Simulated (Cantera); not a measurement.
An isothermal, constant-pressure homogeneous reactor starts with 1.75 % CH4, 97.0 % H2, 1.26 % CO2, at 2675 K and 20.0 Torr.

Computed with Cantera and GRI-Mech 3.0 (53 species, 325 reactions). Radical loss at walls, strong at low pressure, is not modelled.

One state of this run: x CH4 = 5.46e-7; x H2 = 0.708; x CO2 = 8.02e-11; x HO2 = <1e-12; x C2H4 = 1.49e-8; x C2H2 = 0.00195. x: mole fraction; the columns are a selection and need not sum to one.

**Question.** Which value of t (s) does it belong to?
A) 0.0400
B) 40.0
C) 0.00126
D) 0.000400

**Answer.** B, 40.0
